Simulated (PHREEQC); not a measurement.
Synthetic water in mmol/kgw, 20 °C, pH 6.81, pe 1.2:

```json
[
 {"constituent": "Na", "mmol/kgw": "0.232"},
 {"constituent": "K", "mmol/kgw": "0.00313"},
 {"constituent": "Ca", "mmol/kgw": "0.0297"},
 {"constituent": "Mg", "mmol/kgw": "0.00534"},
 {"constituent": "Cl", "mmol/kgw": "0.0711"},
 {"constituent": "S(6)", "mmol/kgw": "0.0373"},
 {"constituent": "Alkalinity (meq/kgw)", "mmol/kgw": "0.147"},
 {"constituent": "Sr", "mmol/kgw": "0.000584"},
 {"constituent": "Fe(2)", "mmol/kgw": "0.0057"},
 {"constituent": "Mn(2)", "mmol/kgw": "0.00298"}
]
```

Valence states are taken as typed.

Model: ion-association model, wateq4f.dat, run in PHREEQC.

```csv
quantity,before,after
HCO3- (mol/kgw),0.000147,0.000146
CO2 (mol/kgw),5.36e-5,1.69e-5
CO3-2 (mol/kgw),4.27e-8,1.34e-7
FeOH+ (mol/kgw),7.30e-9,2.30e-8
HSO4- (mol/kgw),4.68e-10,1.48e-10
MnOH+ (mol/kgw),3.00e-10,9.42e-10
SI of Siderite (FeCO3),-1.84,-1.34
SI of Rhodochrosite (MnCO3),-1.87,-1.37
```

Name the change that produced these shifts.
(A) all concentrations times 3 at the same typed pH
(B) Ca from 0.0297 to 0.0891 mmol/kgw
(C) pH from 6.81 to 7.31 at the same alkalinity

C, pH from 6.81 to 7.31 at the same alkalinity

No solid was allowed to form.
